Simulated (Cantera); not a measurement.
Feed: 1 mol CsCl, 2.1 mol N₂, held at 973 K.

Cantera equilibrium calculation (NASA polynomials, part measured and part estimated; ideal gas, pure solids and liquids). Candidate condensed phases: Cs, CsCl; 8 gas species. The numbers say what is thermodynamically allowed, not how fast it happens.

Q: What share of the Cs ends up in condensed phases as a function of P (Pa), at 0.100, 0.720, 5.20, 37, 270, 1900, 14000, 100000?

A: 
| P (Pa) | Cs condensed (%) | as |
|---|---|---|
| 0.100 | 0.0 | - |
| 0.720 | 0.0 | - |
| 5.20 | 0.0 | - |
| 37 | 0.0 | - |
| 270 | 16.2 | CsCl(l) |
| 1900 | 90.5 | CsCl(l) |
| 14000 | 98.7 | CsCl(l) |
| 100000 | 99.8 | CsCl(l) |
